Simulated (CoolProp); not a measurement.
Ethanol at several states: Z from the reference equation and from simpler models built on Tc = 514.7 K, pc = 62.68 bar, ω = 0.644; each cubic takes its own stable root.

Values from CoolProp's reference Helmholtz-energy equation of state, Schroeder 2014.

```csv
T (K),p (bar),phase,reference
494.8,40.9,gas,0.6599
452.3,247,liquid,0.4579
196.2,342,liquid,1.086
242.2,0.34,liquid,0.0009342
```

### Question
How far does each simpler model (Redlich-Kwong, Soave-Redlich-Kwong, Peng-Robinson) lie from the reference over these 4 states: mean and median of the absolute difference, and the worst?

### Answer
- Redlich-Kwong: mean 20.0 %, median 24.9 %, worst +27.8 % at 452.3 K and 247 bar
- Soave-Redlich-Kwong: mean 15.9 %, median 20.0 %, worst +21.9 % at 452.3 K and 247 bar
- Peng-Robinson: mean 7.0 %, median 7.0 %, worst +8.9 % at 196.2 K and 342 bar
